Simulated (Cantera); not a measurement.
Feed: 1 mol Si, 2.1 mol Cl₂, 2.6 mol H₂, at 1000 K and 6.20 bar.

Equilibrium computed with Cantera from the NASA thermochemical tables; the gas is ideal and each condensed phase is pure. Candidate condensed phases: Si; 19 gas species. The tables' values for SiCl₃ are old estimates; treat these amounts as uncertain. The numbers say what is thermodynamically allowed, not how fast it happens.

Base state: H₂ 0.659, SiCl₄ 0.253, HCl 0.0710, SiHCl₃ 0.0166, SiCl₃ 0.000143, SiH₂Cl₂ 0.000117 (mole fractions); condensed: gas only.

What changes in the equilibrium state with this change: Cl₂ from 2.1 to 0.81 mol?


| species | before | after |
|---|---|---|
| H₂ | 0.659 | 0.836 |
| SiCl₄ | 0.253 | 0.0790 |
| SiHCl₃ | 0.0166 | 0.0704 |
| HCl | 0.0710 | 0.00661 |
| SiH₃Cl | 2.10e-7 | 0.000166 |
| SiH₂Cl₂ | 0.000117 | 0.00678 |
| SiCl₂ | 1.94e-6 | 8.88e-5 |
| SiCl₃ | 0.000143 | 0.000538 |
| Si(s), mol | 0 | 0.537 |
